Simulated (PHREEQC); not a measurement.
**Brine (model solution)**

Solution (25 °C): 0.21 mol/kgw NaBr, 6.7e-05 mol/kgw Na2SO4 and 0.054 mol/kgw KBr. Closed to the air; pH follows from the charge balance.

Equilibrium calculation in PHREEQC: ion-association model, phreeqc.dat.

```
Property                     Result
--------------------  -------------
ionic strength        0.264 mol/kgw
activity of water             0.991
specific conductance    26400 µS/cm
density                 1.018 g/cm³
```

| species | molality | activity | log γ |
|---|---|---|---|
| Br- | 0.264 | 0.177 | -0.174 |
| Na+ | 0.210 | 0.154 | -0.134 |
| K+ | 0.0540 | 0.0373 | -0.161 |
| SO4-2 | 4.87e-5 | 1.29e-5 | -0.579 |
| NaSO4- | 1.36e-5 | 9.95e-6 | -0.137 |
| KSO4- | 4.61e-6 | 3.37e-6 | -0.137 |
| OH- | 1.37e-7 | 9.35e-8 | -0.165 |
| H+ | 1.36e-7 | 1.07e-7 | -0.104 |

Precipitation was switched off in this run.
